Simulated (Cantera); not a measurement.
A perfectly stirred reactor is fed with CH4 : H2 = 1 : 8.3 (molar parts), at 0.0133 bar; it is held at 1575 K, and followed from long to short residence time.

Model: GRI-Mech 3.0 (53 species, 325 reactions), integrated in Cantera. GRI-Mech 3.0 stops at C3 and has no aromatics, soot or wall deposition, so with more carbon than oxygen in the feed, carbon stays in small species such as C2H2 where larger ones or solid carbon would form. Radical loss at walls, strong at low pressure, is not modelled.

What does this change do: CH4 1 to 0.38 parts?


| quantity | before | after |
|---|---|---|
| x(CH4) at τ = 1.50 s | 0.0803 | 0.0370 |
| x(H2) at τ = 1.50 s | 0.907 | 0.959 |
| x(CH2) at τ = 1.50 s | 8.09e-8 | 4.80e-8 |
| x(C2H2) at τ = 1.50 s | 0.0118 | 0.00307 |
| x(C2H) at τ = 1.50 s | 8.69e-9 | 2.48e-9 |
| x(CH4) at τ = 32.0 ms | 0.107 | 0.0437 |
| x(H2) at τ = 32.0 ms | 0.892 | 0.956 |
| x(CH2) at τ = 32.0 ms | 1.12e-8 | 2.20e-9 |
| x(C2H2) at τ = 32.0 ms | 1.19e-5 | 7.53e-7 |
| x(C2H) at τ = 32.0 ms | 2.70e-12 | <1e-12 |

What does this change do: pressure from 0.0133 bar to 0.00350 bar?


```csv
quantity,before,after
x(CH4) at τ = 1.50 s,0.0803,0.0911
x(H2) at τ = 1.50 s,0.907,0.901
x(CH2) at τ = 1.50 s,8.09e-8,1.73e-7
x(C2H2) at τ = 1.50 s,0.0118,0.00676
x(C2H) at τ = 1.50 s,8.69e-9,7.04e-9
x(CH4) at τ = 32.0 ms,0.107,0.107
x(H2) at τ = 32.0 ms,0.892,0.892
x(CH2) at τ = 32.0 ms,1.12e-8,9.39e-10
x(C2H2) at τ = 32.0 ms,1.19e-5,5.34e-8
x(C2H) at τ = 32.0 ms,2.70e-12,<1e-12
```
